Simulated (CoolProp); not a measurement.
Model: reference Helmholtz-energy equation of state, Rui 2013, in CoolProp.

Question: For R236EA, give the phase and the cv (kJ/(kg K)), Joule-Thomson coefficient (K/MPa) at 412 K and 0.8 bar; 412 K and 14.2 bar; 412 K and 29.2 bar.

Answer: 
- 412 K and 0.8 bar: gas; cv 0.958, Joule-Thomson coefficient 8.29
- 412 K and 14.2 bar: gas; cv 0.992, Joule-Thomson coefficient 10.2
- 412 K and 29.2 bar: gas; cv 1.07, Joule-Thomson coefficient 15.5
